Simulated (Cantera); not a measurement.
An isothermal, constant-pressure homogeneous reactor starts with H₂ : O₂ = 0.31 : 1 (molar parts), at 1050 K and 1.80 Torr.

Model: GRI-Mech 3.0 (53 species, 325 reactions), integrated in Cantera. Radical loss at walls, strong at low pressure, is not modelled. The temperature is held fixed by assumption; the heat of reaction is taken as removed at once.

x: mole fraction; the columns are a selection and need not sum to one.

```tsv
t (s)	x H₂	x O₂	x H₂O	x O	x OH	x H	x H₂O₂
9.00e-6	0.237	0.763	<1e-12	<1e-12	<1e-12	1.04e-11	<1e-12
2.43e-5	0.237	0.763	<1e-12	<1e-12	<1e-12	2.78e-11	<1e-12
6.58e-5	0.237	0.763	<1e-12	3.50e-12	3.07e-12	7.35e-11	<1e-12
0.000178	0.237	0.763	1.12e-11	2.33e-11	1.73e-11	1.94e-10	<1e-12
0.000480	0.237	0.763	1.54e-10	1.48e-10	8.35e-11	5.63e-10	<1e-12
0.00130	0.237	0.763	2.23e-9	1.09e-9	5.07e-10	2.64e-9	<1e-12
0.00351	0.237	0.763	9.11e-8	3.01e-8	1.33e-8	6.50e-8	5.64e-12
0.00949	0.236	0.763	[?]	[?]	[?]	[?]	2.90e-10
0.0256	0.0107	0.647	0.176	0.0628	0.00595	0.0977	3.99e-8
0.0693	[?]	0.663	[?]	[?]	0.00554	[?]	[?]
0.187	0.00563	0.696	0.234	0.0288	0.00446	0.0311	6.92e-8
0.506	0.00135	0.724	0.262	0.00647	0.00220	0.00331	1.01e-7
1.37	0.000136	0.731	0.268	0.000641	0.000690	0.000102	7.84e-8
3.70	1.56e-5	0.731	0.268	7.47e-5	0.000236	4.06e-6	3.47e-8
10.0	2.78e-6	0.732	0.268	1.36e-5	0.000101	3.14e-7	1.42e-8
```

Q: Some entries are withheld; supply them.

A: 
- 0.00949, x H₂O: 0.000385
- 0.00949, x O: 0.000122
- 0.00949, x OH: 5.39e-5
- 0.00949, x H: 0.000262
- 0.0693, x H₂: 0.00903
- 0.0693, x H₂O: 0.197
- 0.0693, x O: 0.0520
- 0.0693, x H: 0.0733
- 0.0693, x H₂O₂: 4.68e-8
